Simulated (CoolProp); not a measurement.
Vapour pressure (bar) of nitrous oxide: the reference equation beside estimates from Tc = 309.5 K, pc = 72.45 bar, ω = 0.161.

Values from CoolProp's reference Helmholtz-energy equation of state, Lemmon 2006. It is a short technical equation, of lower accuracy than the large ones.

| T (K) | reference | Lee-Kesler | van der Waals | Redlich-Kwong | Soave-Redlich-Kwong | Peng-Robinson |
|---|---|---|---|---|---|---|
| 225.9 | 7.197 | 7.216 | 17.91 | 8.924 | 7.220 | 7.176 |
| 231.9 | 8.979 | 9.003 | 20.36 | 10.96 | 9.018 | 8.946 |
| 237.9 | 11.07 | 11.10 | 23.02 | 13.31 | 11.13 | 11.03 |
| 243.9 | 13.50 | 13.52 | 25.89 | 15.98 | 13.59 | 13.45 |
| 249.9 | 16.29 | 16.32 | 28.97 | 19.01 | 16.42 | 16.24 |
| 255.9 | 19.49 | 19.51 | 32.28 | 22.41 | 19.67 | 19.44 |
| 261.9 | 23.12 | 23.12 | 35.82 | 26.21 | 23.36 | 23.09 |
| 267.9 | 27.22 | 27.21 | 39.59 | 30.41 | 27.53 | 27.22 |
| 273.9 | 31.83 | 31.81 | 43.59 | 35.05 | 32.21 | 31.87 |
| 279.9 | 36.98 | 36.95 | 47.84 | 40.14 | 37.44 | 37.08 |
| 285.9 | 42.72 | 42.70 | 52.33 | 45.69 | 43.24 | 42.89 |

Absolute difference from the reference over all 11 rows, mean and median: Lee-Kesler 0.1 and 0.1 %, van der Waals 73.5 and 65.6 %, Redlich-Kwong 15.2 and 15.0 %, Soave-Redlich-Kwong 0.9 and 0.9 %, Peng-Robinson 0.3 and 0.3 %.
